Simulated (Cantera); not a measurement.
Equilibrium for oxide etching and cleaning by halides: MgO + HBr + O2

Input: 1 mol MgO, 18 mol HBr, 0.99 mol O2, at 23.0 Pa.

Equilibrium computed with Cantera from the NASA thermochemical tables; the gas is ideal and each condensed phase is pure. Candidate condensed phases: Br2, H2O, Mg, MgBr2, MgO, Mg(OH)2; 20 gas species. Equilibrium is a limit: real reactors are often held back by kinetics, nucleation or transport.

From 923 K to 1373 K the condensed part is MgO(s). The main Mg-bearing gas is MgBr2 throughout. The share of Mg in condensed phases is highest at 923 K (99.2 %) and lowest at 1373 K (21.1 %).

| T (K) | x HBr | x Br | x H2O | x Br2 | x MgBr2 | x H2 | x H | n MgO(s) |
|---|---|---|---|---|---|---|---|---|
| 923 | 0.763 | 0.0417 | 0.108 | 0.0869 | 0.000458 | 1.02e-6 | 1.63e-11 | 0.992 |
| 973 | 0.750 | 0.0721 | 0.107 | 0.0700 | 0.00102 | 2.52e-6 | 1.13e-10 | 0.981 |
| 1023 | 0.733 | 0.109 | 0.106 | 0.0493 | 0.00207 | 6.58e-6 | 7.00e-10 | 0.961 |
| 1073 | 0.716 | 0.145 | 0.106 | 0.0295 | 0.00386 | 1.89e-5 | 4.02e-9 | 0.925 |
| 1123 | 0.700 | 0.171 | 0.107 | 0.0153 | 0.00668 | 5.99e-5 | 2.17e-8 | 0.869 |
| 1173 | 0.686 | 0.185 | 0.111 | 0.00736 | 0.0108 | 0.000196 | 1.09e-7 | 0.786 |
| 1223 | 0.671 | 0.193 | 0.116 | 0.00350 | 0.0163 | 0.000624 | 4.95e-7 | 0.675 |
| 1273 | 0.653 | 0.198 | 0.122 | 0.00172 | 0.0232 | 0.00182 | 2.01e-6 | 0.536 |
| 1323 | 0.629 | 0.205 | 0.130 | 0.000909 | 0.0310 | 0.00473 | 7.19e-6 | 0.378 |
| 1373 | 0.596 | 0.216 | 0.137 | 0.000525 | 0.0391 | 0.0106 | 2.26e-5 | 0.211 |
x: gas mole fraction; n: condensed amount in mol.
